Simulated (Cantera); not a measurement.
A perfectly stirred reactor is fed with 47.6 % CH₄, 52.4 % CO₂, at 0.810 bar; it is held at 1850 K, and followed from long to short residence time.

Cantera simulation using GRI-Mech 3.0 (53 species, 325 reactions); the numbers are that mechanism's predictions, not measurements.

Q: Predict: x(CH₄) at τ = 4.50 s; x(CO₂) at τ = 4.50 s; x(HCO) at τ = 4.50 s; x(H₂) at τ = 4.50 s; x(CH₄) at τ = 67.0 ms; x(CO₂) at τ = 67.0 ms; x(HCO) at τ = 67.0 ms; x(H₂) at τ = 67.0 ms.

A: 
| Property | Result |
|---|---|
| x(CH₄) at τ = 4.50 s | 0.00505 |
| x(CO₂) at τ = 4.50 s | 0.0118 |
| x(HCO) at τ = 4.50 s | 8.21e-8 |
| x(H₂) at τ = 4.50 s | 0.440 |
| x(CH₄) at τ = 67.0 ms | 0.0314 |
| x(CO₂) at τ = 67.0 ms | 0.0665 |
| x(HCO) at τ = 67.0 ms | 7.32e-8 |
| x(H₂) at τ = 67.0 ms | 0.294 |
